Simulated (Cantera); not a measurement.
# V + H2O + N2 (tantalum, niobium, vanadium and zirconium in process gases)

A closed system holds: 1 mol V, 0.012 mol H2O, 0.98 mol N2, equilibrated at 1300 K.

Equilibrium computed with Cantera from the NASA thermochemical tables; the gas is ideal and each condensed phase is pure. Candidate condensed phases: H2O, V, VN, VO, V2O3, V2O4, V2O5; 28 gas species. Mutual solubility and eutectic melting of coexisting phases are not modelled. VN, VO: taken at fixed stoichiometry. Condensed phases not in the tables: the oxides between V2O3 and V2O5 other than VO2, solid solutions among these carbides, nitrides and lower oxides, V2N. Rates play no part.

```tsv
P (Pa)	x N2	x H2	x H2O	x H	x NH3	x VO	x VO2	n VN(s)	n VO(s)	n V2O3(s)
0.100	0.976	0.0240	7.47e-7	0.000171	<1e-12	7.25e-8	1.72e-8	0.988	0.0120	0
2.50	0.976	0.0241	3.74e-6	3.43e-5	1.14e-11	2.90e-9	3.43e-9	0.988	0.0120	0
63	0.976	0.0241	1.88e-5	6.84e-6	2.88e-10	1.15e-10	6.84e-10	0.988	0.0120	0
1600	0.976	0.0241	6.03e-5	1.36e-6	7.35e-9	2.88e-12	5.48e-11	0.992	0	0.00399
40000	0.976	0.0240	0.000176	2.71e-7	1.82e-7	<1e-12	3.75e-12	0.992	0	0.00397
1000000	0.976	0.0237	0.000506	5.38e-8	4.47e-6	<1e-12	<1e-12	0.992	0	0.00392
```
x: gas mole fraction; n: condensed amount in mol.

From 0.100 Pa to 63.0 Pa the condensed part is VN(s) + VO(s). From 16.0 mbar to 10.0 bar the condensed part is VN(s) + V2O3(s).
